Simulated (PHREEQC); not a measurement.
Make-up at 15 °C: 1.8 mol/kgw LiCl and 0.0024 mol/kgw Na2B4O7. Closed to the air; pH follows from the charge balance.

Model: Pitzer model, pitzer.dat, run in PHREEQC.

This is a speciation only: nothing precipitates in the calculation.

Task: Estimate the pH, osmotic coefficient, activity of water.

Result: pH 8.44; osmotic coefficient 1.124; activity of water 0.929.

Task: In which forms is B present?

Result: B(OH)3 50 %, B(OH)4- 50 % of the B.

Species that the database lacks are ignored. In brines, pH and single-ion activities rest on the MacInnes convention.
